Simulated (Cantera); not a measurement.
An isothermal, constant-pressure homogeneous reactor starts with CO : O2 : H2O : N2 = 0.0082 : 0.0044 : 0.00079 : 1 (molar parts), equivalence ratio 0.93, at 1173 K and 0.510 bar. Integrator tolerance rtol = 1e-08.

Model: GRI-Mech 3.0 (53 species, 325 reactions), integrated in Cantera.

Problem. What does this change do: pressure from 0.510 bar to 100.0 Torr?

Solution. 
| quantity | before | after |
|---|---|---|
| x(CO) at 8.00 s | 1.45e-6 (gas-phase equilibrium 6.08e-9) | 4.42e-5 (gas-phase equilibrium 1.19e-8) |
| x(O2) at 8.00 s | 0.000297 (gas-phase equilibrium 0.000294) | 0.000318 (gas-phase equilibrium 0.000294) |
| x(H2O) at 8.00 s | 0.000782 (gas-phase equilibrium 0.000783) | 0.000777 (gas-phase equilibrium 0.000783) |
| x(O) at 8.00 s | 5.18e-8 (gas-phase equilibrium 3.38e-10) | 2.26e-6 (gas-phase equilibrium 6.60e-10) |
| x(NO) at 8.00 s | 1.09e-6 (gas-phase equilibrium 6.68e-6) | 2.37e-6 (gas-phase equilibrium 6.68e-6) |
